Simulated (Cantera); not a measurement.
A closed system holds: 1 mol Si₃N₄, 0.021 mol Si, 0.77 mol H₂, equilibrated at 1.10 Pa.

These are equilibrium values from Cantera (NASA tables, ideal gas, pure condensed phases), not measurements of a reactor. Candidate condensed phases: Si, Si₃N₄; 18 gas species. The tables' values for SiN are old estimates; treat these amounts as uncertain. Kinetics and transport are ignored.

x: gas mole fraction; n: condensed amount in mol.

| T (K) | x N₂ | x Si | x H₂ | x H | x Si₂ | x SiH | n Si(s) | n Si(l) |
|---|---|---|---|---|---|---|---|---|
| 1498 | 0.720 | 0.000912 | 0.276 | 0.00272 | [?] | 5.14e-6 | 3.02 | 0 |
| 1573 | 0.716 | 0.00500 | 0.272 | 0.00640 | [?] | 2.08e-5 | 3.01 | 0 |
| 1648 | 0.700 | 0.0234 | 0.263 | 0.0138 | [?] | 7.32e-5 | 2.95 | 0 |
| 1723 | 0.647 | 0.0894 | 0.236 | 0.0267 | [?] | 0.000207 | 0 | 2.74 |
| 1798 | 0.501 | 0.280 | 0.171 | 0.0439 | [?] | 0.000441 | 0 | 1.88 |
| 1873 | 0.336 | 0.501 | 0.0986 | 0.0611 | [?] | 0.000486 | 0 | 0 |
| 1948 | 0.329 | 0.494 | 0.0788 | 0.0957 | [?] | 0.000354 | 0 | 0 |
| 2023 | 0.322 | 0.485 | 0.0561 | 0.136 | [?] | 0.000245 | 0 | 0 |

Q: Some entries are withheld; supply them.

A: 
- 1498, x Si₂: 1.15e-6
- 1573, x Si₂: 1.05e-5
- 1648, x Si₂: 7.80e-5
- 1723, x Si₂: 0.000423
- 1798, x Si₂: 0.00168
- 1873, x Si₂: 0.00233
- 1948, x Si₂: 0.00106
- 2023, x Si₂: 0.000498
